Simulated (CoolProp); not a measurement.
Properties of oxygen at several states.

Values from CoolProp's reference Helmholtz-energy equation of state, Schmidt 1985. Above 300 K oxygen's equation is extrapolated.

```
T (K)  p (MPa)   phase  speed of sound (m/s)  viscosity (µPa s)  Prandtl number
-----  -------  ------  --------------------  -----------------  --------------
201      0.729     gas                 267.9               14.9           0.751
154.2    0.133     gas                 235.7               11.7           0.758
69.3      4.91  liquid                  1086                398            3.63
711.1    0.185     gas                 497.1               39.1           0.739
386.5    0.732     gas                 373.6               25.3           0.717
```

Viscosity comes from a separate model (Lemmon 2004). Thermal conductivity comes from a separate model (Lemmon 2004).
